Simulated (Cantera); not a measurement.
Standard-state values (1 bar) from the NASA 1993 polynomials, evaluated with Cantera. Values are per mole of reaction as written; species without (g) are pure solids or liquids, kept so even where they would boil at 1 bar.

O2(g) + 4 CuF2 → 8 F(g) + 2 Cu2O, with ΔH° = 2449.4 kJ and ΔS° = 940.0 J/K at 300 K.

How far is the shortcut ΔG° ≈ ΔH°(300 K) − T·ΔS°(300 K) from the full temperature-dependent value at 1050, 1100, 1150, 1200, 1250, 1300, 1350, 1400, 1450, 1500, 1550 K?


```tsv
T (K)	shortcut (kJ)	full (kJ)	difference (kJ)	difference in log10 K	condensed phases
1050	1462.4	1472.7	-10.2	0.51	CuF2(s), Cu2O(s)
1100	1415.4	1427.6	-12.1	0.58	CuF2(s), Cu2O(s)
1150	1368.4	1390.9	-22.4	1.02	CuF2(l), Cu2O(s)
1200	1321.4	1356.1	-34.7	1.51	CuF2(l), Cu2O(s)
1250	1274.4	1321.6	-47.2	1.97	CuF2(l), Cu2O(s)
1300	1227.4	1287.3	-59.8	2.40	CuF2(l), Cu2O(s)
1350	1180.4	1253.1	-72.7	2.81	CuF2(l), Cu2O(s)
1400	1133.4	1219.1	-85.7	3.20	CuF2(l), Cu2O(s)
1450	1086.4	1185.3	-98.8	3.56	CuF2(l), Cu2O(s)
1500	1039.5	1151.6	-112.1	3.90	CuF2(l), Cu2O(s)
1550	992.5	1115.1	-122.7	4.13	CuF2(l), Cu2O(l)
```
The shortcut ignores heat capacities and the phase changes listed.
